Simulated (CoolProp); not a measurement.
Vapour-liquid equilibrium of propane (1) + isopentane (2) at 336.8 K; x and y are mole fractions of (1).

Values from CoolProp's multi-fluid Helmholtz-energy mixture model, Lemmon 2009 and Lemmon 2006; pair parameters Kunz 2012.

| x | bubble pressure, mixture model (bar) | bubble pressure, Raoult's law (bar) | y, mixture model | y, Raoult's law |
|---|---|---|---|---|
| 0.05 | 4.005 | 4.005 | 0.260 | 0.285 |
| 0.15 | 5.897 | 5.984 | 0.521 | 0.572 |
| 0.25 | [?] | 7.962 | 0.656 | 0.716 |
| 0.35 | 9.530 | 9.941 | 0.742 | 0.803 |
| 0.45 | 11.35 | 11.92 | 0.803 | 0.861 |
| 0.55 | 13.20 | 13.90 | 0.850 | 0.902 |
| 0.65 | 15.11 | 15.88 | 0.889 | 0.934 |
| 0.75 | [?] | 17.86 | 0.922 | 0.958 |
| 0.85 | 19.22 | 19.83 | 0.953 | 0.977 |
| 0.95 | 21.53 | 21.81 | [?] | 0.993 |

Fill in the missing entries.


- 0.25, bubble pressure, mixture model (bar): 7.724
- 0.75, bubble pressure, mixture model (bar): 17.11
- 0.95, y, mixture model: 0.984

The largest gap from Raoult's law is -5.0 % in bubble pressure, at x = 0.55. No azeotrope shows between x = 0.05 and 0.95.

The pair parameters rest on a limited set of measurements; away from them the model extrapolates.
